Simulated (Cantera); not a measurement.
Carbothermic reduction: Cu2O + CO + H2

Input: 1 mol Cu2O, 2.2 mol CO, 0.14 mol H2, equilibrated at 10.0 mbar.

These are equilibrium values from Cantera (NASA tables, ideal gas, pure condensed phases), not measurements of a reactor. Candidate condensed phases: C, C6H6, C7H8, C8H18, Cu, CuO, Cu(OH)2, Cu2O, H2O; 113 gas species. The numbers say what is thermodynamically allowed, not how fast it happens.

From 1625 K to 1975 K the condensed part is Cu(l). The main Cu-bearing gas is Cu throughout. The share of Cu in condensed phases is highest at 1625 K (99.3 %) and lowest at 1975 K (39.0 %).

| T (K) | log p CO | log p CO2 | log p Cu | log p H2O | log p H2 | n Cu(l) |
|---|---|---|---|---|---|---|
| 1625 | -2.26 | -2.42 | -4.24 | -3.39 | -3.73 | 1.99 |
| 1675 | -2.26 | -2.42 | -3.94 | -3.39 | -3.75 | 1.97 |
| 1725 | -2.27 | -2.42 | -3.66 | -3.38 | -3.77 | 1.95 |
| 1775 | -2.27 | -2.43 | -3.39 | -3.39 | -3.80 | 1.90 |
| 1825 | -2.29 | -2.45 | -3.14 | -3.39 | -3.83 | 1.82 |
| 1875 | -2.31 | -2.47 | -2.91 | -3.42 | -3.87 | 1.67 |
| 1925 | -2.36 | -2.52 | -2.68 | -3.46 | -3.93 | 1.38 |
| 1975 | -2.44 | -2.60 | -2.47 | -3.54 | -4.03 | 0.780 |
log p: log10 of the partial pressure in bar; n: condensed amount in mol.
